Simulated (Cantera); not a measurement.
An isothermal, constant-pressure homogeneous reactor starts with NH₃ : H₂ = 1 : 0.1 (molar parts), at 1323 K and 128 Torr. Integrator tolerance rtol = 1e-08.

Model: the gas-phase N/H chemistry of the illustrative SiF4/NH3 mechanism in the Surface Chemkin manual (1991), integrated in Cantera. Walls and surfaces, which speed up NH3 decomposition in real reactors, are not modelled.

Task: What does this change do: temperature 1323 to 1700 K?

Result: 
| quantity | before | after |
|---|---|---|
| x(NH₃) at 100 s | 0.882 (gas-phase equilibrium 6.14e-6) | 0.00404 (gas-phase equilibrium 1.99e-6) |
| x(H₂) at 100 s | 0.111 (gas-phase equilibrium 0.762) | 0.759 (gas-phase equilibrium 0.762) |
| x(N₂H₂) at 100 s | 1.15e-7 (gas-phase equilibrium <1e-12) | 5.37e-10 (gas-phase equilibrium <1e-12) |
| x(H) at 100 s | 5.95e-7 (gas-phase equilibrium 3.38e-6) | 0.000294 (gas-phase equilibrium 0.000314) |
| x(N₂) at 100 s | 0.00709 (gas-phase equilibrium 0.238) | 0.237 (gas-phase equilibrium 0.238) |
